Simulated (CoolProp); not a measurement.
Saturated liquid density (kg/m³) of dimethyl ether: the reference equation beside estimates from Tc = 400.4 K, pc = 53.37 bar, ω = 0.196.

The numbers come from the reference Helmholtz-energy equation of state, Wu 2011 in CoolProp.

```
T (K)  reference  van der Waals  Redlich-Kwong  Soave-Redlich-Kwong
-----  ---------  -------------  -------------  -------------------
313.5      635.6          388.3          551.6                571.3
317.6      628.4          383.7          543.4                563.2
321.6      621.2          379.1          535.2                555.0
325.7      613.5          374.3          526.5                546.3
329.8      605.7          369.4          517.5                537.3
333.9      597.7          364.3          508.3                528.0
338        589.4          359.0          498.8                518.3
342        581.0          353.6          489.2                508.5
346.1      572.1          348.0          479.0                498.1
350.2      562.8          342.1          468.5                487.1
354.3      553.0          336.0          457.5                475.7
358.4      542.8          329.5          446.0                463.7
362.4      532.3          323.0          434.2                451.4
```

Absolute difference from the reference over all 13 rows, mean and median: van der Waals 39.1 and 39.1 %, Redlich-Kwong 15.5 and 15.4 %, Soave-Redlich-Kwong 12.3 and 12.1 %.
